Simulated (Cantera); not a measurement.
Input: 1 mol SiH4, 0.99 mol Cl2, 9.1 mol N2, held at 1673.15 K.

Equilibrium computed with Cantera from the NASA thermochemical tables; the gas is ideal and each condensed phase is pure. Candidate condensed phases: NH4Cl, Si, Si3N4; 28 gas species. Equilibrium is a limit: real reactors are often held back by kinetics, nucleation or transport.

Which condensed phases are stable at each of these points (P (Pa)): 100, 230, 540, 1300, 2900, 6800, 16000, 37000, 86000, 200000?


```
P (Pa)  condensed phases  Si condensed (%)
------  ----------------  ----------------
100                Si(s)              29.3
230             Si3N4(s)              34.0
540             Si3N4(s)              41.6
1300            Si3N4(s)              50.0
2900            Si3N4(s)              57.9
6800            Si3N4(s)              66.1
16000           Si3N4(s)              73.5
37000           Si3N4(s)              79.4
86000           Si3N4(s)              83.8
200000          Si3N4(s)              86.5
```

At 0.00100 bar the condensed part is Si(s). From 0.00230 bar to 2.00 bar the condensed part is Si3N4(s).
